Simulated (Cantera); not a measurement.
What does this Cantera script print?

```python
import numpy as np
import cantera as ct

gas = ct.Solution("h2o2.yaml")
gas.TPX = 448, 101325, {'H2': 1, 'O2': 0.833, 'N2': 3.13, 'H2O': 0.12}
flame = ct.FreeFlame(gas, width=0.04)
flame.set_refine_criteria(ratio=3, slope=0.08, curve=0.16)
flame.transport_model = "mixture-averaged"
flame.solve(loglevel=0, auto=True)
z, T = flame.grid, flame.T
thick = (T[-1] - T[0]) / np.gradient(T, z).max()
show = ['H2', 'O2', 'H2O', 'OH', 'H2O2', 'O']
print(f"laminar burning velocity  {flame.velocity[0] * 100:.3f} cm/s")
print(f"burnt temperature         {T[-1]:.1f} K")
print(f"thermal thickness         {thick * 1e3:.4f} mm")
print(f"grid points               {len(z)}")
z0 = z[flame.heat_release_rate.argmax()]
print(f"{'z/mm':>9s}{'T/K':>9s}{'u/(m/s)':>9s}" + "".join(f"{s:>11s}" for s in show))
rows = []
for k in (-3, -2, -1.5, -1, -0.5, -0.25, 0, 0.25, 0.5, 1, 2, 4, 8):
    zz = z0 + k * thick
    rows.append([k * thick, np.interp(zz, z, T), np.interp(zz, z, flame.velocity),
                 *(np.interp(zz, z, flame.X[gas.species_index(s)]) for s in show)])
    print(f"{rows[-1][0] * 1e3:9.3f}{rows[-1][1]:9.1f}{rows[-1][2]:9.3f}" + "".join(f"{x:11.3e}" for x in rows[-1][3:]))
```

Output:

```
laminar burning velocity  180.868 cm/s
burnt temperature         1894.6 K
thermal thickness         0.3745 mm
grid points               112
     z/mm      T/K  u/(m/s)         H2         O2        H2O         OH       H2O2          O
   -1.123    448.0    1.809  1.967e-01  1.639e-01  2.361e-02  1.468e-13  6.641e-11  1.363e-11
   -0.749    448.0    1.808  1.962e-01  1.640e-01  2.363e-02  5.256e-12  2.756e-09  4.842e-10
   -0.562    448.3    1.806  1.947e-01  1.643e-01  2.368e-02  6.192e-11  3.700e-08  4.968e-09
   -0.374    450.5    1.804  1.896e-01  1.653e-01  2.394e-02  1.887e-09  5.167e-07  5.249e-08
   -0.187    523.3    2.033  1.598e-01  1.685e-01  3.093e-02  3.592e-05  3.551e-05  6.469e-06
   -0.094    787.1    2.976  1.185e-01  1.598e-01  6.318e-02  5.832e-04  4.902e-05  2.174e-04
    0.000   1136.0    4.225  6.780e-02  1.320e-01  1.237e-01  1.864e-03  1.448e-05  2.244e-03
    0.094   1387.5    5.137  3.003e-02  9.999e-02  1.784e-01  4.925e-03  5.570e-06  5.619e-03
    0.187   1532.3    5.659  1.468e-02  8.412e-02  2.041e-01  7.319e-03  3.086e-06  6.887e-03
    0.374   1673.3    6.152  7.954e-03  7.692e-02  2.187e-01  8.553e-03  1.487e-06  5.670e-03
    0.749   1781.7    6.518  4.558e-03  7.489e-02  2.277e-01  7.679e-03  7.490e-07  3.239e-03
    1.498   1846.6    6.731  2.044e-03  7.444e-02  2.338e-01  5.604e-03  4.050e-07  1.421e-03
    2.996   1877.8    6.832  7.190e-04  7.465e-02  2.372e-01  3.487e-03  2.130e-07  4.988e-04
```

Computed with Cantera and the H2/O2 subset of GRI-Mech 3.0, which has no nitrogen chemistry. Burning velocities carry a grid error of a few per cent, more on coarse grids. Lean hydrogen flames are cellular in practice and burn faster than this planar one.
